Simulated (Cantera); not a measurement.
## Mg(OH)2 + C + O2 + CO2 (calcination and drying)

Input: 1 mol Mg(OH)2, 0.29 mol C, a varied amount of O2, 2.4 mol CO2, held at 1423.15 K and 4200 Pa.

Cantera equilibrium calculation (NASA polynomials, part measured and part estimated; ideal gas, pure solids and liquids). Candidate condensed phases: C, C6H6, C7H8, C8H18, H2O, Mg, MgCO3, MgO, Mg(OH)2; 116 gas species. The numbers say what is thermodynamically allowed, not how fast it happens.

| n(O2) (mol) | x CO2 | x O2 | x H2O | x CO | x H2 | x OH | x O | n MgO(s) |
|---|---|---|---|---|---|---|---|---|
| 0.018 | 0.604 | 1.18e-9 | 0.248 | 0.125 | 0.0226 | 1.16e-6 | 2.26e-10 | 1.00 |
| 0.047 | 0.617 | 1.53e-9 | 0.251 | 0.112 | 0.0200 | 1.25e-6 | 2.58e-10 | 1.00 |
| 0.12 | 0.651 | 3.45e-9 | 0.257 | 0.0785 | 0.0137 | 1.55e-6 | 3.87e-10 | 1.00 |
| 0.33 | 0.721 | 0.0107 | 0.268 | 4.93e-5 | 8.09e-6 | 6.65e-5 | 6.82e-7 | 1.00 |
| 0.86 | 0.631 | 0.134 | 0.235 | 1.22e-5 | 2.01e-6 | 0.000117 | 2.41e-6 | 1.00 |
| 2.3 | 0.472 | 0.353 | 0.175 | 5.63e-6 | 9.23e-7 | 0.000129 | 3.91e-6 | 1.00 |
| 6 | 0.286 | 0.607 | 0.106 | 2.60e-6 | 4.26e-7 | 0.000115 | 5.13e-6 | 1.00 |
x: gas mole fraction; n: condensed amount in mol.

From 0.018 mol O2 to 6 mol O2 the condensed part is MgO(s).
